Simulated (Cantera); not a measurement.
# Ignition delay

Mixture: CH₄ : C₂H₆ : C₃H₈ : O₂ : N₂ = 1 : 0.079 : 0.033 : 3.94 : 14.8 (molar parts), at 11.0 bar, adiabatic and at constant volume. Ignition delay is the time to a rise of 400 K.

Model: GRI-Mech 3.0 (53 species, 325 reactions), integrated in Cantera.

```csv
T0 (K),delay (ms)
1175,1.37
1225,0.718
1275,0.395
1325,0.224
1375,0.131
1425,0.0792
1475,0.0492
```

```yaml
apparent activation energy between 1375 and 1475 K: 170 kJ/mol
```
